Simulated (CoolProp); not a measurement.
A single-stage vapour-compression cycle with propylene: evaporating at 281.15 K (dew point), condensing at 318.15 K (bubble point), superheat 5 K, subcooling 8 K, compressor efficiency 0.8, no pressure losses. Each further row changes one setting.

The numbers come from the reference Helmholtz-energy equation of state, Lemmon 2013 in CoolProp.

```
case                              cooling COP  pressure ratio  discharge temperature (K)  refrigerating effect (kJ/kg)  volumetric capacity (kJ/m³)
--------------------------------  -----------  --------------  -------------------------  ----------------------------  ---------------------------
as stated                                   …            2.50                      336.1                           297                         4470
evaporating temperature 286.15 K         6.23               …                          …                           302                            …
condensing temperature 313.15 K             …               …                      329.7                           311                         4680
subcooling 13 K                             …            2.50                      336.1                           311                         4680
superheat 15 K                           5.19            2.50                          …                           315                         4490
compressor efficiency 0.7                4.54            2.50                      339.9                           297                         4470
```

Task: Some entries are withheld; supply them.

Result: 
- as stated, cooling COP: 5.18
- evaporating temperature 286.15 K, pressure ratio: 2.18
- evaporating temperature 286.15 K, discharge temperature (K): 334.1
- evaporating temperature 286.15 K, volumetric capacity (kJ/m³): 5200
- condensing temperature 313.15 K, cooling COP: 6.18
- condensing temperature 313.15 K, pressure ratio: 2.24
- subcooling 13 K, cooling COP: 5.43
- superheat 15 K, discharge temperature (K): 345.9
